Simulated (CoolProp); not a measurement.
Octamethyltrisiloxane (MDM) along the isobar 0.101 MPa: fugacity coefficient from the reference equation and from simpler models built on Tc = 565.4 K, pc = 1.438 MPa, ω = 0.528; each cubic takes its own stable root.

The numbers come from the reference Helmholtz-energy equation of state, Thol 2017 in CoolProp.

| T (K) | phase | reference | van der Waals | Redlich-Kwong | Soave-Redlich-Kwong | Peng-Robinson |
|---|---|---|---|---|---|---|
| 337.4 | liquid | 0.04450 | 0.9315 | 0.2704 | 0.04524 | 0.04791 |
| 346.8 | liquid | 0.06830 | 0.9356 | 0.3568 | 0.06896 | 0.07228 |
| 356.3 | liquid | 0.1021 | 0.9393 | 0.4629 | 0.1026 | 0.1065 |
| 365.7 | liquid | 0.1479 | 0.9428 | 0.5882 | 0.1480 | 0.1525 |
| 375.1 | liquid | 0.2088 | 0.9459 | 0.7354 | 0.2085 | 0.2132 |
| 384.5 | liquid | 0.2881 | 0.9489 | 0.9057 | 0.2872 | 0.2919 |
| 394 | liquid | 0.3902 | 0.9516 | 0.9349 | 0.3888 | 0.3929 |
| 403.4 | liquid | 0.5164 | 0.9541 | 0.9390 | 0.5146 | 0.5175 |

At some of these states van der Waals, Redlich-Kwong gives the other phase, because its saturation line lies elsewhere.
